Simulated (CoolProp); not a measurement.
Vapour-liquid equilibrium of ethanol (1) + o-xylene (2) at 204.75 °C; x and y are mole fractions of (1).

Values from CoolProp's multi-fluid Helmholtz-energy mixture model, Schroeder 2014 and Zhou 2012; pair parameters Bell 2016.

```tsv
x	bubble pressure (kPa)	y at the bubble point	dew pressure at overall composition x (kPa)	liquid density (mol/L)
0.05	712.4	0.426	420.5	6.777
0.2	1392	0.701	504.4	7.183
0.35	1810	0.775	626.4	7.653
0.5	2122	0.820	822.2	8.220
0.65	2424	0.862	1187	8.938
0.8	2756	0.913	1981	9.896
0.95	3132	0.976	2981	11.23
```

No azeotrope shows between x = 0.05 and 0.95.

Pair parameters are fitted to limited data, so mixtures are less certain than the pure fluids.
